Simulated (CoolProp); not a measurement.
Nitrous oxide at 293.15 K and 2.48 MPa is compressed adiabatically to 4.21 MPa with isentropic efficiency 0.7. Each further row changes one setting.

Computed with CoolProp (reference Helmholtz-energy equation of state, Lemmon 2006). It is a short technical equation, of lower accuracy than the large ones.

| case | work (kJ/kg) | final temperature (K) | final density (kg/m³) |
|---|---|---|---|
| as stated | 37.1 | 341.8 | 77.5 |
| efficiency 1 | 26.0 | 332.5 | 81.5 |
| efficiency 0.65 | 40.0 | 344.2 | 76.6 |
